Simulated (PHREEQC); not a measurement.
Dissolve 0.25 mol Na2SO4, 0.011 mol KCl and 0.00046 mol H2SO4 per kg of water at 20 °C. Closed to the air; pH follows from the charge balance.

All values are PHREEQC results (ion-association model, phreeqc.dat), not measurements.

No solid was allowed to form.

### Question
Predict the pH, density.

### Answer
pH 3.76; density 1.030 g/cm³.

### Question
In which forms is S present?

### Answer
SO4-2 70 %, NaSO4- 29 %, KSO4- 0.7 % of the S.

Species that the database lacks are ignored.
